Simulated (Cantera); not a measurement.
Charge: 1 mol SiH2Cl2, 0.019 mol Cl2, a varied amount of H2, equilibrated at 1425 K and 0.190 bar.

Equilibrium computed with Cantera from the NASA thermochemical tables; the gas is ideal and each condensed phase is pure. Candidate condensed phases: Si; 19 gas species. Equilibrium is a limit: real reactors are often held back by kinetics, nucleation or transport.

Question: What share of the Si ends up in condensed phases as a function of n(H2) (mol), at 17, 22, 28, 36, 45, 57, 73?

Answer: 
```tsv
n(H2) (mol)	Si condensed (%)	as
17	65.3	Si(s)
22	69.4	Si(s)
28	73.2	Si(s)
36	77.0	Si(s)
45	80.2	Si(s)
57	83.3	Si(s)
73	86.2	Si(s)
```
